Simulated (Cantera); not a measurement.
Input: 1 mol Cr, 2.9 mol O2, at 1973 K and 75.0 Torr.

Method: chemical equilibrium by Gibbs-energy minimisation in Cantera with the NASA 1993 tables (ideal gas, pure condensed phases). Candidate condensed phases: Cr, Cr2O3; 7 gas species. The numbers say what is thermodynamically allowed, not how fast it happens.

Base state: O2 0.998, O 0.00171, CrO2 0.000114, CrO3 9.99e-5 (mole fractions); condensed: Cr2O3(s).

What changes in the equilibrium state with this change: temperature from 1973 K to 2298.15 K?


| species | before | after |
|---|---|---|
| O2 | 0.998 | 0.978 |
| O | 0.00171 | 0.0154 |
| CrO2 | 0.000114 | 0.00595 |
| CrO | 2.34e-7 | 0.000118 |
| CrO3 | 9.99e-5 | 0.000857 |
| Cr2O3(s), mol | 0.500 | 0.492 |
